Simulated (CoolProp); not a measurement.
Properties of carbon monoxide along the isotherm -70.35 °C.

Values from CoolProp's reference Helmholtz-energy equation of state, Lemmon 2006. It is a short technical equation, of lower accuracy than the large ones.

```csv
p (kPa),phase,Z,cp (kJ/(kg K)),speed of sound (m/s),expansivity (1/kK),fugacity coefficient
55.3,gas,0.9986,1.042,290.2,4.955,0.9986
86.1,gas,0.9979,1.043,290.1,4.969,0.9979
134,gas,0.9967,1.045,290.0,4.991,0.9967
209,gas,0.9948,1.049,289.8,5.024,0.9948
325,gas,0.9920,1.054,289.6,5.077,0.9920
506,gas,0.9875,1.063,289.3,5.160,0.9876
788,gas,0.9807,1.077,288.7,5.292,0.9807
1230,gas,0.9700,1.099,288.1,5.506,0.9702
1910,gas,0.9540,1.137,287.2,5.849,0.9543
2980,gas,0.9297,1.201,286.6,6.421,0.9303
4630,supercritical,0.8950,1.313,287.5,7.358,0.8954
7210,supercritical,0.8504,1.508,294.1,8.775,0.8465
11200,supercritical,0.8153,1.764,319.3,9.934,0.7855
17500,supercritical,0.8497,1.860,388.0,8.617,0.7260
```
